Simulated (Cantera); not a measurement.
Standard-state values (1 bar) from the NASA 1993 polynomials, evaluated with Cantera. Values are per mole of reaction as written; species without (g) are pure solids or liquids, kept so even where they would boil at 1 bar. The tables' values for C2F4 are old estimates.

**Question.** Between 300 and 2650 K, where is each reaction favourable under standard conditions?
- 2 Si2C(g) + SiF4(g) = 5 Si + C2F4(g)

**Answer.** 
- 2 Si2C(g) + SiF4(g) = 5 Si + C2F4(g): ΔG° is -3 kJ at 300 K and 638 kJ at 2650 K; it changes sign between 300 and 1850 K. ΔH° is 214 kJ and ΔS° -160 J/K at 2650 K.
